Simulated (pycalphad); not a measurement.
CALPHAD calculation (pycalphad, COST 507 light-alloy database (1999)), 1 atm. The data set is of 1999 and partly superseded. Phase fractions are per mole of atoms. Diffusion is slow at the low end, where real alloys seldom reach equilibrium.

Task: Give the equilibrium state of Ti-2.58Si (at.%) at 600 K.

Result: 
```
T = 600.00 K, P = 101325 Pa, N = 1 mol of atoms
G = -26481 J/mol, H = 3069 J/mol, S = 49.25 J/(mol K)  (SER reference)
chemical potentials (J/mol): Ti -21571, Si -211886
phase             fraction      x(Ti)      x(Si)
HCP_A3              0.9072     0.9971     0.0029
SITI3               0.0928     0.7500     0.2500
```

Task: Give the equilibrium state of Ti-2.58Si (at.%) at 1160 K.

Result: BCC_A2, fraction 0.945, with 1.3 Si at.%; SITI3, fraction 0.055, with 25.0 Si at.%.

Database names, with the compositions (at.%) that they take in these runs: SITI3: Ti 75 Si 25. BCC_A2 is bcc; HCP_A3 is hcp.
